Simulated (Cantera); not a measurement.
Feed: 1 mol toluene, 1.5 mol O₂, equilibrated at 2773.15 K and 1.30 mbar.

Equilibrium computed with Cantera from the NASA thermochemical tables; the gas is ideal and each condensed phase is pure. Equilibrium is a limit: real reactors are often held back by kinetics, nucleation or transport.

```json
[
 {"species": "H₂", "before": "0.0840", "after": "0.535"},
 {"species": "CO", "before": "0.290", "after": "0.419"},
 {"species": "H", "before": "0.598", "after": "0.0455"},
 {"species": "C₃", "before": "0.0174", "after": "6.78e-8"},
 {"species": "C₂", "before": "0.00169", "after": "5.78e-9"},
 {"species": "C₅", "before": "0.000151", "after": "<1e-9"},
 {"species": "C", "before": "0.00377", "after": "6.45e-8"},
 {"species": "C₄", "before": "2.93e-5", "after": "<1e-9"},
 {"species": "CH", "before": "2.65e-5", "after": "7.69e-9"},
 {"species": "C₂H", "before": "0.00220", "after": "1.05e-6"},
 {"species": "C(graphite), mol", "before": "3.28", "after": "3.99"}
]
```
Gas species are given as mole fractions.

What was changed between the two runs?
A) temperature from 2773.15 K to 1823.15 K
B) O₂ from 1.5 to 0.0087 mol
C) temperature from 2773.15 K to 2048.15 K
D) temperature from 2773.15 K to 1375 K

C, temperature from 2773.15 K to 2048.15 K
